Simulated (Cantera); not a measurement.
Cantera run:

```python
import numpy as np
import cantera as ct

gas_names = """
    C CH CH2 CH3 CH2OH CH3O CH4 CH3OH CO CO2 COOH C2 C2H CHCO,ketyl C2H2,acetylene C2H2,vinylidene
    CH2CO,ketene C2H3,vinyl CH3CO,acetyl C2H4 C2H4O,ethylen CH3CHO,ethanal CH3COOH (HCOOH)2 C2H5 C2H6
    CH3OCH3 C2H5OH C2O C3 C3H3,propargyl C3H4,allene C3H4,propyne C3H4,cyclo- C3H5,allyl C3H6,propylene
    C3H6,cyclo- C3H6O C3H7,n-propyl C3H7,i-propyl C3H8 C3H8O,1propanol C3H8O,2propanol C3O2 C4 C4H2
    C4H4,1,3-cyclo- C4H6,butadiene C4H6,2-butyne C4H6,cyclo- C4H8,1-butene C4H8,cis2-buten
    C4H8,tr2-butene C4H8,isobutene C4H8,cyclo- (CH3COOH)2 C4H9,n-butyl C4H9,i-butyl C4H9,s-butyl
    C4H9,t-butyl C4H10,isobutane C4H10,n-butane C5 C5H6,1,3cyclo- C5H8,cyclo- C5H10,1-pentene
    C5H10,cyclo- C5H11,pentyl C5H11,t-pentyl C5H12,n-pentane C5H12,i-pentane CH3C(CH3)2CH3 C6H2
    C6H5,phenyl C6H5O,phenoxy C6H6 C6H5OH,phenol C6H10,cyclo- C6H12,1-hexene C6H12,cyclo- C6H13,n-hexyl
    C7H7,benzyl C7H8 C7H8O,cresol C7H14,1-heptene C7H15,n-heptyl C7H16,n-heptane C8H8,styrene
    C8H10,ethylbenz C8H16,1-octene C8H17,n-octyl C8H18,isooctane C8H18,n-octane C9H19,n-nonyl
    C10H8,naphthale C10H21,n-decyl C12H9,o-bipheny C12H10,bipheny H HCO HO2 H2 HCHO,formaldehy HCOOH H2O
    H2O2 O OH O2 O3
""".split()
cond_names = """
    C(gr) C6H6(L) C7H8(L) C8H18(L),n-octa H2O(s) H2O(L)
""".split()


def load(file, names, dense=False):
    # The tables refer to 1 bar. Condensed volumes are neglected.
    table = {s.name: s for s in ct.Species.list_from_file(file)}
    out = []
    for n in names:
        d = dict(table[n].input_data)
        d["thermo"] = dict(d["thermo"], **{"reference-pressure": 1e5})
        if dense:
            d["equation-of-state"] = {"model": "constant-volume", "density": "1e6 g/cm^3"}
        out.append(ct.Species.from_dict(d))
    return out


gas = ct.Solution(thermo="ideal-gas", species=load("nasa_gas.yaml", gas_names))
cond = {s.name: ct.Solution(thermo="fixed-stoichiometry", species=[s], name=s.name)
        for s in load("nasa_condensed.yaml", cond_names, dense=True)}
atoms = {
    'C2H4': {'C': 2, 'H': 4},
    'O2': {'O': 2},
    'H2': {'H': 2},
}
top_T = {'C(gr)': 4500}  # K; cautious upper limits of use, not melting points


def equilibrate(T, P, feed):
    n = {}
    for name, mol in feed.items():
        for a, k in atoms[name].items():
            n[a] = n.get(a, 0.0) + k * mol
    gas.TPX = T, P, n
    mass = sum(n.values()) * gas.mean_molecular_weight
    gas.equilibrate("TP")
    valid = [c for c in cond.values() if c.min_temp <= T <= top_T.get(c.name, c.max_temp)]
    mix = ct.Mixture([(gas, mass / gas.mean_molecular_weight)] + [(c, 0.0) for c in valid])
    mix.T, mix.P = T, P
    mix.equilibrate("TP", solver="vcs", rtol=1e-11, max_steps=5000)
    return mix


results = []
T = 2748  # K
P = 9100000  # Pa
for m in [0.16, 0.2, 0.25, 0.31, 0.38, 0.47, 0.58, 0.72, 0.89, 1.1, 1.4, 1.7]:
    feed = {'C2H4': 1, 'O2': m, 'H2': 87}  # mol
    mix = equilibrate(T, P, feed)
    results.append((T, P, feed, dict(zip(mix.species_names, mix.species_moles))))

top = {s: max(r[3][s] / sum(r[3][g] for g in gas_names) for r in results) for s in gas_names}
cols = sorted((s for s in top if top[s] > 1e-06), key=lambda s: -top[s])[:5]
seen = [c for c in cond_names if any(r[3].get(c, 0) > 1e-12 for r in results)]
print("log10 of partial pressures in bar; condensed amounts in mol")
print(f"{'n(O2)':>10s}" + "".join(f"{s[:9]:>10s}" for s in cols + seen))
for T, P, feed, n in results:
    ng = sum(n[g] for g in gas_names)
    print(f"{feed['O2']:10.4g}" + "".join(f"{np.log10(max(n[s] / ng * P / 1e5, 1e-99)):10.3f}" for s in cols)
          + "".join(f"{n.get(c, 0):10.4g}" for c in seen))
```

Result:

```
log10 of partial pressures in bar; condensed amounts in mol
     n(O2)        H2        CO       H2O         H C2H2,acet
      0.16     1.949    -0.487    -3.085    -0.193    -0.221
       0.2     1.949    -0.391    -2.977    -0.194    -0.246
      0.25     1.949    -0.295    -2.864    -0.194    -0.278
      0.31     1.949    -0.202    -2.751    -0.194    -0.321
      0.38     1.948    -0.114    -2.636    -0.194    -0.376
      0.47     1.948    -0.023    -2.505    -0.194    -0.456
      0.58     1.948     0.067    -2.355    -0.194    -0.578
      0.72     1.947     0.158    -2.157    -0.195    -0.793
      0.89     1.946     0.247    -1.816    -0.195    -1.299
       1.1     1.945     0.297    -0.679    -0.195    -3.477
       1.4     1.942     0.298    -0.099    -0.197    -4.642
       1.7     1.939     0.298     0.143    -0.198    -5.135
```

Method: chemical equilibrium by Gibbs-energy minimisation in Cantera with the NASA 1993 tables (ideal gas, pure condensed phases). The ideal-gas law is rough above about 30 bar.
